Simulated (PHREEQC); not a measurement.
Make-up at 20 °C: 1 mol/kgw KCl, 0.35 mol/kgw BaCl2 and 3.5 mol/kgw NaCl. Closed to the air; pH follows from the charge balance.

Computed with PHREEQC (Pitzer model, pitzer.dat).

```csv
quantity,before,after
SI of Halite (NaCl),-0.52,-1.11
SI of Sylvite (KCl),-0.57,-0.78
```

Problem. What was changed between the two runs?
(A) KCl from 1 to 0.5 mol/kgw
(B) BaCl2 from 0.35 to 0.315 mol/kgw
(C) BaCl2 from 0.35 to 0.035 mol/kgw
(D) NaCl from 3.5 to 1.75 mol/kgw

Solution. D, NaCl from 3.5 to 1.75 mol/kgw

No solid was allowed to form.
